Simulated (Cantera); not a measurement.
Input: 1 mol CH3F, at 3073.15 K and 1330 Pa.

Method: chemical equilibrium by Gibbs-energy minimisation in Cantera with the NASA 1993 tables (ideal gas, pure condensed phases). Candidate condensed phases: C, C6H6, C7H8, C8H18; 95 gas species. The numbers say what is thermodynamically allowed, not how fast it happens.

Base state: H 0.498, HF 0.323, H2 0.0856, C3 0.0501, F 0.0132, C 0.00750, C2H 0.00726, C2H2 (acetylene) 0.00655 (mole fractions); condensed: C(graphite).

Problem. What changes in the equilibrium state with this change: CH3F replaced by c-C4F8?

Solution. 
| species | before | after |
|---|---|---|
| F | 0.0132 | 0.794 |
| CF | 0.00177 | 0.106 |
| C3 | 0.0501 | 0.0501 |
| H | 0.498 | 0 |
| HF | 0.323 | 0 |
| H2 | 0.0856 | 0 |
| CF2 | 9.93e-6 | 0.0357 |
| C2H | 0.00726 | 0 |
| C2H2 (acetylene) | 0.00655 | 0 |
| C4H2 | 0.000209 | 0 |
| CH | 0.000101 | 0 |
| CF3 | <1e-9 | 3.99e-5 |
| C(graphite), mol | 0.393 | 1.39 |
The feed counts by its element totals alone.

Problem. What changes in the equilibrium state with this change: pressure from 1330 Pa to 33.0 Pa?

Solution. 
```tsv
species	before	after
H	0.498	0.616
F	0.0132	0.135
HF	0.323	0.101
H2	0.0856	0.00324
C	0.00750	0.0823
C2	0.00516	0.0154
C3	0.0501	0.0405
C4H2	0.000209	4.31e-8
C2H2 (vinylidene)	2.44e-5	6.80e-8
C2H2 (acetylene)	0.00655	1.83e-5
C2HF	1.99e-5	4.59e-7
C5	0.00114	6.80e-5
C(graphite), mol	0.393	0
```

Problem. What changes in the equilibrium state with this change: temperature from 3073.15 K to 2350 K?

Solution. 
| species | before | after |
|---|---|---|
| HF | 0.323 | 0.482 |
| H2 | 0.0856 | 0.444 |
| H | 0.498 | 0.0719 |
| C3 | 0.0501 | 3.10e-6 |
| F | 0.0132 | 0.000108 |
| C5 | 0.00114 | 4.61e-9 |
| C4 | 0.000208 | 1.01e-9 |
| C2 | 0.00516 | 2.78e-7 |
| C | 0.00750 | 1.39e-6 |
| CF | 0.00177 | 2.15e-6 |
| C(graphite), mol | 0.393 | 0.990 |
